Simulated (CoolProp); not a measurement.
Vapour-liquid equilibrium of diethyl ether (1) + ethanol (2) at 656 kPa; x and y are mole fractions of (1).

Model: multi-fluid Helmholtz-energy mixture model, Thol 2014 and Schroeder 2014; pair parameters Bell 2016, in CoolProp.

Task: Give the bubble temperature and the first vapour's composition at x = 0.15, 0.55, 0.85. Is there an azeotrope?

Result: x = 0.15: 123.4 °C, y = 0.356; x = 0.55: 107.5 °C, y = 0.734; x = 0.85: 102.0 °C, y = 0.895. No azeotrope shows between x = 0.05 and 0.95.

The pair parameters rest on a limited set of measurements; away from them the model extrapolates.
